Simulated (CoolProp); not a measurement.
Vapour-liquid equilibrium of R113 (1) + acetone (2) at 130.45 °C; x and y are mole fractions of (1).

The numbers come from the multi-fluid Helmholtz-energy mixture model, Marx 1992 and Lemmon 2006; pair parameters Bell 2016 in CoolProp.

| x | bubble pressure (MPa) | y at the bubble point | dew pressure at overall composition x (MPa) | liquid density (mol/L) |
|---|---|---|---|---|
| 0.05 | 0.7997 | 0.084 | 0.7850 | 10.84 |
| 0.2 | 0.8812 | 0.272 | 0.8509 | 9.872 |
| 0.35 | 0.9301 | 0.408 | 0.9112 | 9.050 |
| 0.5 | 0.9537 | 0.523 | 0.9507 | 8.358 |
| 0.65 | 0.9551 | 0.634 | 0.9535 | 7.781 |
| 0.8 | 0.9317 | 0.759 | 0.9193 | 7.304 |
| 0.95 | 0.8733 | 0.926 | 0.8634 | 6.912 |

y crosses x between x = 0.5 and 0.65: the model has an azeotrope there.

Pair parameters are fitted to limited data, so mixtures are less certain than the pure fluids.
